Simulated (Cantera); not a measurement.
An isothermal, constant-pressure homogeneous reactor starts with 9.91 % H₂, 90.1 % O₂, equivalence ratio 0.055, at 1425 K and 0.0263 atm.

Model: the H2/O2 subset of GRI-Mech 3.0, which has no nitrogen chemistry, integrated in Cantera. Radical loss at walls, strong at low pressure, is not modelled. The temperature is held fixed by assumption; the heat of reaction is taken as removed at once.

x: mole fraction; the columns are a selection and need not sum to one.

| t (s) | x H₂ | x O₂ | x H₂O | x H | x HO₂ |
|---|---|---|---|---|---|
| 0.000100 | 0.0991 | 0.901 | 6.27e-6 | 2.87e-6 | (withheld) |
| 0.000277 | 0.0885 | 0.893 | 0.00740 | 0.00303 | (withheld) |
| 0.000765 | 0.00291 | 0.826 | 0.0822 | 0.0174 | 6.30e-6 |
| 0.00211 | 0.00261 | 0.834 | 0.0847 | 0.0146 | 6.23e-6 |
| 0.00585 | 0.00197 | 0.851 | 0.0900 | 0.00911 | 5.91e-6 |
| 0.0162 | 0.000958 | 0.874 | 0.0972 | 0.00289 | (withheld) |
| 0.0447 | 0.000242 | 0.890 | 0.102 | 0.000353 | (withheld) |
| 0.124 | 4.17e-5 | 0.894 | 0.103 | 2.51e-5 | (withheld) |
| 0.342 | 7.53e-6 | 0.895 | 0.104 | 1.92e-6 | (withheld) |
| 0.946 | 1.70e-6 | 0.896 | 0.104 | 2.07e-7 | (withheld) |
| 2.62 | 5.87e-7 | 0.896 | 0.104 | 4.22e-8 | (withheld) |
| 7.23 | 4.49e-7 | 0.896 | 0.104 | 2.83e-8 | 1.35e-7 |
| 20.0 | 4.47e-7 | 0.896 | 0.104 | 2.81e-8 | 1.35e-7 |

Task: What belongs in the gaps?

Result: 
- 0.000100, x HO₂: 5.91e-7
- 0.000277, x HO₂: 3.77e-6
- 0.0162, x HO₂: 4.70e-6
- 0.0447, x HO₂: 2.33e-6
- 0.124, x HO₂: 6.79e-7
- 0.342, x HO₂: 1.88e-7
- 0.946, x HO₂: 1.07e-7
- 2.62, x HO₂: 1.24e-7
